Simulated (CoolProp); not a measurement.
A Linde-Hampson liquefier for normal hydrogen: isothermal reversible compression at 230 K from 1 atm to 5 MPa, throttling to 1 atm, return gas leaving the recuperator 2 K below the feed. Each further row changes one setting.

Computed with CoolProp (reference Helmholtz-energy equation of state, Leachman 2009).

```json
[
 {"case": "as stated", "compression work (kJ/kg of gas)": "3730"},
 {"case": "high pressure 10 MPa", "compression work (kJ/kg of gas)": "4420"},
 {"case": "warm-end temperature 260 K", "compression work (kJ/kg of gas)": "4210"},
 {"case": "warm-end gap 7 K", "compression work (kJ/kg of gas)": "3730"}
]
```
